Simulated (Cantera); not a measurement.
A Cantera script and what it prints.

```python
import numpy as np
import cantera as ct

gas_names = """
    H HO2 H2 H2O H2O2 O OH O2 O3 V VO VO2
""".split()
cond_names = """
    H2O(s) H2O(L) V(cr) V(L) VO(s) VO(L) V2O3(s) V2O3(L) V2O4(I) V2O4(II) V2O4(L) V2O5(s) V2O5(L)
""".split()


def load(file, names, dense=False):
    # The tables refer to 1 bar. Condensed volumes are neglected.
    table = {s.name: s for s in ct.Species.list_from_file(file)}
    out = []
    for n in names:
        d = dict(table[n].input_data)
        d["thermo"] = dict(d["thermo"], **{"reference-pressure": 1e5})
        if dense:
            d["equation-of-state"] = {"model": "constant-volume", "density": "1e6 g/cm^3"}
        out.append(ct.Species.from_dict(d))
    return out


gas = ct.Solution(thermo="ideal-gas", species=load("nasa_gas.yaml", gas_names))
cond = {s.name: ct.Solution(thermo="fixed-stoichiometry", species=[s], name=s.name)
        for s in load("nasa_condensed.yaml", cond_names, dense=True)}
atoms = {
    'V2O3': {'V': 2, 'O': 3},
    'H2': {'H': 2},
    'H2O': {'H': 2, 'O': 1},
}
top_T = {}  # K; cautious upper limits of use, not melting points


def equilibrate(T, P, feed):
    n = {}
    for name, mol in feed.items():
        for a, k in atoms[name].items():
            n[a] = n.get(a, 0.0) + k * mol
    gas.TPX = T, P, n
    mass = sum(n.values()) * gas.mean_molecular_weight
    gas.equilibrate("TP")
    valid = [c for c in cond.values() if c.min_temp <= T <= top_T.get(c.name, c.max_temp)]
    mix = ct.Mixture([(gas, mass / gas.mean_molecular_weight)] + [(c, 0.0) for c in valid])
    mix.T, mix.P = T, P
    mix.equilibrate("TP", solver="vcs", rtol=1e-11, max_steps=5000)
    return mix


results = []
feed = {'V2O3': 1, 'H2': 2200, 'H2O': 0.71}  # mol
P = 100000  # Pa
for T in [1150, 1250, 1350, 1450, 1550, 1650, 1750, 1850]:
    mix = equilibrate(T, P, feed)
    results.append((T, P, feed, dict(zip(mix.species_names, mix.species_moles))))

top = {s: max(r[3][s] / sum(r[3][g] for g in gas_names) for r in results) for s in gas_names}
cols = sorted((s for s in top if top[s] > 0.001), key=lambda s: -top[s])[:7]
seen = [c for c in cond_names if any(r[3].get(c, 0) > 1e-12 for r in results)]
print("log10 of partial pressures in bar; condensed amounts in mol")
print(f"{'T/K':>10s}" + "".join(f"{s[:9]:>10s}" for s in cols + seen))
for T, P, feed, n in results:
    ng = sum(n[g] for g in gas_names)
    print(f"{T:10.4g}" + "".join(f"{np.log10(max(n[s] / ng * P / 1e5, 1e-99)):10.3f}" for s in cols)
          + "".join(f"{n.get(c, 0):10.4g}" for c in seen))
```

It prints:

```
log10 of partial pressures in bar; condensed amounts in mol
       T/K        H2     VO(s)   V2O3(s)
      1150    -0.000         0         1
      1250    -0.000     1.596    0.2019
      1350    -0.000         2         0
      1450    -0.000         2         0
      1550    -0.000         2         0
      1650    -0.000         2         0
      1750    -0.000         2         0
      1850    -0.001     1.999         0
```

Method: chemical equilibrium by Gibbs-energy minimisation in Cantera with the NASA 1993 tables (ideal gas, pure condensed phases). Mutual solubility and eutectic melting of coexisting phases are not modelled. VO: taken at fixed stoichiometry. Condensed phases not in the tables: the oxides between V2O3 and V2O5 other than VO2.
